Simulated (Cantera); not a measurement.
Feed: 1 mol FeS2, 0.66 mol O2, 0.089 mol H2O, 0.09 mol SO2, at 1330 Pa.

These are equilibrium values from Cantera (NASA tables, ideal gas, pure condensed phases), not measurements of a reactor. Candidate condensed phases: Fe, FeO, Fe(OH)2, Fe(OH)3, FeS, FeSO4, FeS2, Fe2O3, Fe2(SO4)3, Fe3O4, H2O, H2SO4, S; 22 gas species. FeS: taken at fixed stoichiometry. Gases not in the tables: S3 to S7. Equilibrium is a limit: real reactors are often held back by kinetics, nucleation or transport.

Task: At 950 K, list the 6 most abundant gas species with their mole fractions, and the condensed phases.

Result: SO2 0.745, S2 0.162, H2O 0.0840, S2O 0.00448, H2S 0.00399, H2 0.000358. Condensed: FeS(s).
